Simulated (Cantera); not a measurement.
## Premixed flame

A freely propagating, adiabatic, planar premixed flame of 4.66 % C3H8, 21.2 % O2, 74.1 % N2, equivalence ratio 1.1, unburnt at 550 K and 0.670 bar; multicomponent+Soret transport, grid criteria slope 0.08 and curve 0.16, no radiation.

Detailed kinetics in Cantera: GRI-Mech 3.0 (53 species, 325 reactions). GRI-Mech 3.0 was tuned for natural gas; its chemistry of propane as a main component is partial and can be far from experiment. Burning velocities carry a grid error of a few per cent, more on coarse grids.

```tsv
z (mm)	T (K)	u (m/s)	x C3H8	x O2	x CO2	x H	x HO2	x O
-1.08	550	1.58	0.0466	0.212	9.01e-8	<1e-8	7.00e-8	<1e-8
-0.723	551	1.58	0.0465	0.211	2.43e-6	<1e-8	1.25e-6	<1e-8
-0.542	555	1.60	0.0465	0.211	1.46e-5	<1e-8	5.76e-6	<1e-8
-0.361	587	1.70	0.0464	0.207	0.000164	6.99e-7	3.51e-5	1.21e-8
-0.181	915	2.73	0.0370	0.174	0.00315	0.000110	0.000134	4.07e-6
-0.0903	1339	4.16	0.0137	0.126	0.00963	0.00109	0.000318	0.000114
0	1757	5.63	0.000546	0.0737	0.0208	0.00523	0.000204	0.00110
0.0903	1955	6.31	1.06e-6	0.0416	0.0340	0.0104	2.68e-5	0.00358
0.181	2009	6.47	<1e-8	0.0278	0.0458	0.0136	6.00e-6	0.00558
0.361	2046	6.55	<1e-8	0.0198	0.0603	0.0157	3.62e-6	0.00639
0.723	2090	6.65	<1e-8	0.0167	0.0694	0.0152	2.94e-6	0.00595
1.45	2147	6.81	<1e-8	0.0147	0.0726	0.0128	2.43e-6	0.00503
2.89	2222	7.01	<1e-8	0.0124	0.0754	0.00953	1.89e-6	0.00379
```
x: mole fraction of selected species; z is measured from the peak of heat release.

* **laminar burning velocity**: 158 cm/s
* **thermal thickness**: 0.361 mm
* **peak x(H)**: 0.0158
* **peak x(HO2)**: 0.000350
* **peak x(O)**: 0.00639
* **grid points**: 150
